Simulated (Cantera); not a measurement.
Cantera run, input and output.

```python
import numpy as np
import cantera as ct

gas = ct.Solution("h2o2.yaml")
gas.TPX = 525, 780000, {'H2': 1, 'O2': 0.192, 'N2': 0.723}
flame = ct.FreeFlame(gas, width=0.0095)
flame.set_refine_criteria(ratio=3, slope=0.08, curve=0.16)
flame.transport_model = "mixture-averaged"
flame.solve(loglevel=0, auto=True)
z, T = flame.grid, flame.T
thick = (T[-1] - T[0]) / np.gradient(T, z).max()
show = ['H2', 'O2', 'O', 'H', 'H2O', 'OH']
print(f"laminar burning velocity  {flame.velocity[0] * 100:.3f} cm/s")
print(f"burnt temperature         {T[-1]:.1f} K")
print(f"thermal thickness         {thick * 1e3:.4f} mm")
print(f"grid points               {len(z)}")
z0 = z[flame.heat_release_rate.argmax()]
print(f"{'z/mm':>9s}{'T/K':>9s}{'u/(m/s)':>9s}" + "".join(f"{s:>11s}" for s in show))
rows = []
for k in (-3, -2, -1.5, -1, -0.5, -0.25, 0, 0.25, 0.5, 1, 2, 4, 8):
    zz = z0 + k * thick
    rows.append([k * thick, np.interp(zz, z, T), np.interp(zz, z, flame.velocity),
                 *(np.interp(zz, z, flame.X[gas.species_index(s)]) for s in show)])
    print(f"{rows[-1][0] * 1e3:9.3f}{rows[-1][1]:9.1f}{rows[-1][2]:9.3f}" + "".join(f"{x:11.3e}" for x in rows[-1][3:]))
```

Output:

```
laminar burning velocity  573.290 cm/s
burnt temperature         2068.8 K
thermal thickness         0.0343 mm
grid points               117
     z/mm      T/K  u/(m/s)         H2         O2          O          H        H2O         OH
   -0.103    525.0    5.733  5.222e-01  1.003e-01  1.759e-12  1.924e-14  3.828e-09  3.684e-14
   -0.069    525.1    5.733  5.222e-01  1.003e-01  1.588e-10  1.756e-12  1.737e-07  3.328e-12
   -0.052    525.5    5.736  5.220e-01  1.003e-01  2.693e-09  3.101e-11  2.174e-06  5.741e-11
   -0.034    529.8    5.769  5.207e-01  1.006e-01  7.471e-08  2.795e-09  4.944e-05  2.704e-09
   -0.017    634.7    6.739  5.043e-01  1.013e-01  1.174e-05  8.484e-05  4.840e-03  5.315e-05
   -0.009    940.0    9.670  4.692e-01  9.110e-02  1.621e-04  2.809e-03  3.510e-02  5.641e-04
    0.000   1308.0   13.184  4.188e-01  6.467e-02  6.838e-04  1.323e-02  9.359e-02  9.978e-04
    0.009   1566.2   15.694  3.737e-01  3.356e-02  9.021e-04  2.583e-02  1.539e-01  1.481e-03
    0.017   1706.4   17.069  3.487e-01  1.408e-02  5.877e-04  3.234e-02  1.909e-01  1.601e-03
    0.034   1822.6   18.171  3.368e-01  2.311e-03  1.870e-04  3.179e-02  2.140e-01  1.515e-03
    0.069   1905.3   18.902  3.396e-01  1.449e-04  7.070e-05  2.386e-02  2.194e-01  1.280e-03
    0.137   1969.3   19.449  3.451e-01  1.148e-05  3.040e-05  1.535e-02  2.211e-01  9.243e-04
    0.275   2013.9   19.822  3.493e-01  3.441e-06  1.099e-05  8.992e-03  2.222e-01  5.846e-04
```

Detailed kinetics in Cantera: the H2/O2 subset of GRI-Mech 3.0, which has no nitrogen chemistry. The hydrogen kinetics of GRI-Mech 3.0 are dated; newer H2 mechanisms differ, most at raised pressure. Burning velocities carry a grid error of a few per cent, more on coarse grids.
